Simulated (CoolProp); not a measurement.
A single-stage vapour-compression cycle with cis-2-butene: evaporating at 259.15 K (dew point), condensing at 309.15 K (bubble point), superheat 0 K, subcooling 8 K, compressor efficiency 0.75, no pressure losses. Each further row changes one setting.

Model: reference Helmholtz-energy equation of state, Lemmon 2005, in CoolProp. It is a short technical equation, of lower accuracy than the large ones.

```csv
case,cooling COP,pressure ratio,discharge temperature (K),refrigerating effect (kJ/kg),volumetric capacity (kJ/m³)
as stated,3.44,6.15,333.0,339,442
evaporating temperature 264.15 K,3.97,4.95,329.6,345,551
condensing temperature 304.15 K,3.90,5.29,326.7,351,457
subcooling 13 K,3.56,6.15,333.0,351,457
superheat 10 K,3.44,6.15,343.5,353,442
compressor efficiency 0.65,2.98,6.15,342.0,339,442
```
